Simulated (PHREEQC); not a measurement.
**Spent oxide etchant (model solution)**

Solution (25 °C): 1.2 mmol/kgw HF, 42 mmol/kgw H2SiF6 and 1.3 mmol/kgw H3PO4. Closed to the air; pH follows from the charge balance.

Model: ion-association model, phreeqc.dat, run in PHREEQC.

Each row changes one thing in this solution. Precipitation was switched off in this run.

```json
[
 {"case": "as made", "pH": "1.18", "ionic strength (mol/kgw)": "0.123", "HF (mol/kgw)": "0.00830", "F- (mol/kgw)": "0.000114", "HF2- (mol/kgw)": "3.62e-6"},
 {"case": "diluted 5-fold with water", "pH": "1.86", "ionic strength (mol/kgw)": "0.0233", "HF (mol/kgw)": "0.00447", "F- (mol/kgw)": "0.000252", "HF2- (mol/kgw)": "?"},
 {"case": "temperature from 25 to 40 °C", "pH": "1.18", "ionic strength (mol/kgw)": "0.121", "HF (mol/kgw)": "0.0125", "F- (mol/kgw)": "0.000133", "HF2- (mol/kgw)": "6.96e-6"},
 {"case": "H2SiF6 from 0.042 to 0.0042 mol/kgw", "pH": "2.11", "ionic strength (mol/kgw)": "0.0122", "HF (mol/kgw)": "0.00362", "F- (mol/kgw)": "0.000353", "HF2- (mol/kgw)": "4.91e-6"},
 {"case": "HF left out", "pH": "1.18", "ionic strength (mol/kgw)": "0.122", "HF (mol/kgw)": "0.00811", "F- (mol/kgw)": "0.000112", "HF2- (mol/kgw)": "3.46e-6"},
 {"case": "H3PO4 left out", "pH": "1.18", "ionic strength (mol/kgw)": "0.122", "HF (mol/kgw)": "0.00829", "F- (mol/kgw)": "0.000114", "HF2- (mol/kgw)": "3.62e-6"},
 {"case": "HF from 0.0012 to 0.006 mol/kgw", "pH": "1.17", "ionic strength (mol/kgw)": "0.124", "HF (mol/kgw)": "0.00940", "F- (mol/kgw)": "0.000128", "HF2- (mol/kgw)": "4.59e-6"},
 {"case": "H2SiF6 replaced by KHF2 at the same molality", "pH": "3.07", "ionic strength (mol/kgw)": "0.0430", "HF (mol/kgw)": "?", "F- (mol/kgw)": "0.0365", "HF2- (mol/kgw)": "0.00533"}
]
```

Problem. Fill in the missing entries.

Solution. 
- diluted 5-fold with water, HF2- (mol/kgw): 4.33e-6
- H2SiF6 replaced by KHF2 at the same molality, HF (mol/kgw): 0.0381

Some of these states are supersaturated (in Quartz (slow to form), Chalcedony (slow to form), for instance). Constants without temperature data keep their 25 °C values here. SiF6-2 is the database's only silicon fluoride.
